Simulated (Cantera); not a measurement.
An isothermal, constant-pressure homogeneous reactor starts with C3H8 : H2 = 1 : 18 (molar parts), at 1725 K and 0.365 atm.

Detailed kinetics in Cantera: GRI-Mech 3.0 (53 species, 325 reactions). GRI-Mech 3.0 was tuned for natural gas; its chemistry of propane as a main component is partial and can be far from experiment. GRI-Mech 3.0 stops at C3 and has no aromatics, soot or wall deposition, so with more carbon than oxygen in the feed, carbon stays in small species such as C2H2 where larger ones or solid carbon would form.

x: mole fraction; the columns are a selection and need not sum to one.

```csv
t (s),x C3H8,x H2,x H,x CH4,x C2H6,x C2H,x CH3
0.000200,2.81e-8,0.898,0.000405,0.0560,3.57e-5,8.05e-8,0.000512
0.000597,7.33e-9,0.899,0.000250,0.0557,1.42e-5,6.25e-8,0.000313
0.00178,3.52e-9,0.900,0.000257,0.0548,1.21e-5,7.56e-8,0.000316
0.00532,2.73e-9,0.901,0.000267,0.0531,1.16e-5,8.25e-8,0.000318
0.0159,___,0.904,0.000269,___,___,8.67e-8,0.000293
0.0475,1.27e-9,0.909,0.000275,0.0388,6.47e-6,9.60e-8,0.000237
0.142,4.63e-10,0.918,0.000284,0.0243,2.76e-6,1.10e-7,0.000152
0.423,1.60e-10,0.924,0.000292,0.0127,9.63e-7,1.23e-7,8.15e-5
1.26,1.00e-10,0.926,0.000296,0.00880,5.99e-7,1.27e-7,5.69e-5
3.77,9.72e-11,0.927,0.000296,0.00859,5.83e-7,1.28e-7,5.56e-5
11.3,9.72e-11,0.927,0.000296,0.00859,5.83e-7,1.28e-7,5.56e-5
33.6,9.72e-11,0.927,0.000296,0.00859,5.83e-7,1.28e-7,5.56e-5
100,9.72e-11,0.927,0.000296,0.00859,5.83e-7,1.28e-7,5.56e-5
300,9.72e-11,0.927,0.000296,0.00859,5.83e-7,1.28e-7,5.56e-5
```

**Question.** Complete the blanks.

**Answer.** 
- 0.0159, x C3H8: 2.19e-9
- 0.0159, x CH4: 0.0486
- 0.0159, x C2H6: 9.84e-6
